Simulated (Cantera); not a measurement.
# Ignition delay

Mixture: CH₄ : O₂ : N₂ : CO₂ = 1 : 2 : 9.6 : 2.3 (molar parts), equivalence ratio 1.0, at 1000000 Pa, adiabatic and at constant volume. Ignition delay is the time to a rise of 400 K.

Detailed kinetics in Cantera: GRI-Mech 3.0 (53 species, 325 reactions).

```csv
T0 (K),delay (ms)
1050,51.5
1125,17.8
1200,6.97
1275,2.93
1350,1.31
1425,0.606
1500,0.291
```

- apparent activation energy between 1350 and 1500 K = 170 kJ/mol
